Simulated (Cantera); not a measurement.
Input: 1 mol C₂H₆, 0.071 mol H₂O, equilibrated at 1123 K and 9750 Torr.

Method: chemical equilibrium by Gibbs-energy minimisation in Cantera with the NASA 1993 tables (ideal gas, pure condensed phases). Candidate condensed phases: C, C₆H₆, C₇H₈, C₈H₁₈, H₂O; 110 gas species. The numbers say what is thermodynamically allowed, not how fast it happens.

Base state: H₂ 0.755, CH₄ 0.217, CO 0.0166, H₂O 0.0107, CO₂ 0.000216, C₂H₆ 2.91e-5 (mole fractions); condensed: C(graphite).

Problem. What changes in the equilibrium state with this change: temperature from 1123 K to 2573.15 K?

Solution. 
```
species             before    after
-----------------  -------  -------
H₂                   0.755    0.952
CO                  0.0166   0.0225
C₂H₂ (acetylene)   1.66e-8   0.0139
CH₄                  0.217  0.00158
H₂O                 0.0107  5.69e-6
H                  1.03e-8  0.00930
C₄H₂                 <1e-9  8.39e-5
C₂H₂ (vinylidene)    <1e-9  1.38e-5
C(graphite), mol      1.40     1.83
```

Problem. What changes in the equilibrium state with this change: pressure from 9750 Torr to 75.0 Torr?

Solution. 
```csv
species,before,after
H₂,0.755,0.975
CO,0.0166,0.0225
CH₄,0.217,0.00279
H₂O,0.0107,0.000145
C₂H₆,2.91e-5,3.70e-9
CO₂,0.000216,3.06e-6
"C(graphite), mol",1.40,1.92
```

Problem. What changes in the equilibrium state with this change: pressure from 9750 Torr to 428 Torr?

Solution. 
```
species             before     after
----------------  --------  --------
H₂                   0.755     0.962
CO                  0.0166    0.0221
CH₄                  0.217    0.0155
H₂O                 0.0107  0.000800
C₂H₆               2.91e-5   1.15e-7
CO₂               0.000216   1.69e-5
C(graphite), mol      1.40      1.88
```
